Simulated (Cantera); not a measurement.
A Cantera script and its output.

```python
import numpy as np
import cantera as ct

gas = ct.Solution("gri30.yaml")
gas.TPX = 675, 1100000, {'CH4': 1, 'O2': 2.94, 'N2': 11.1}
inlet = ct.Reservoir(gas, clone=True)
gas.equilibrate("HP")  # start burning
reactor = ct.IdealGasConstPressureReactor(gas, energy="on", clone=False)
exhaust = ct.Reservoir(gas, clone=True)
tau = [0.1, 0.044, 0.018, 0.0078, 0.0033, 0.0014, 0.00059, 0.00025, 0.0001, 4.4e-05, 1.9e-05][0]
for a, b in ((inlet, reactor), (reactor, exhaust)):
    ct.MassFlowController(a, b, mdot=lambda t: reactor.mass / tau)
net = ct.ReactorNet([reactor])
show = ['CH4', 'O2', 'C2H2', 'CO2', 'CH2O']

rows = []
print(f"{'tau/s':>10s}{'T/K':>9s}" + "".join(f"{s:>11s}" for s in show))
for tau in [0.1, 0.044, 0.018, 0.0078, 0.0033, 0.0014, 0.00059, 0.00025, 0.0001, 4.4e-05, 1.9e-05]:
    net.initial_time = 0.0
    net.advance(30 * tau)
    before = gas.X
    net.advance(40 * tau)
    drift = np.max(np.abs(gas.X - before) / (gas.X + 1e-9))
    rows.append([gas.T, *gas[show].X, drift])
    print(f"{tau:10.3e}{gas.T:9.1f}" + "".join(f"{x:11.3e}" for x in gas[show].X))
```

It prints:

```
     tau/s      T/K        CH4         O2       C2H2        CO2       CH2O
 1.000e-01   2091.5  8.071e-07  6.161e-02  1.748e-11  6.621e-02  1.082e-07
 4.400e-02   2092.4  1.797e-06  6.190e-02  8.483e-11  6.618e-02  2.424e-07
 1.800e-02   2092.4  4.238e-06  6.209e-02  4.528e-10  6.612e-02  5.762e-07
 7.800e-03   2091.3  9.193e-06  6.221e-02  1.969e-09  6.598e-02  1.264e-06
 3.300e-03   2088.3  1.941e-05  6.236e-02  7.529e-09  6.571e-02  2.719e-06
 1.400e-03   2082.4  3.852e-05  6.260e-02  2.299e-08  6.517e-02  5.542e-06
 5.900e-04   2071.8  7.350e-05  6.306e-02  5.776e-08  6.416e-02  1.088e-05
 2.500e-04   2053.6  1.380e-04  6.393e-02  1.272e-07  6.237e-02  2.085e-05
 1.000e-04   2019.8  2.808e-04  6.579e-02  2.898e-07  5.885e-02  4.221e-05
 4.400e-05   1964.9  6.015e-04  6.937e-02  7.266e-07  5.279e-02  8.590e-05
 1.900e-05    675.0  6.649e-02  1.955e-01 -1.656e-19 -1.949e-16 -1.028e-17
```

Computed with Cantera and GRI-Mech 3.0 (53 species, 325 reactions).
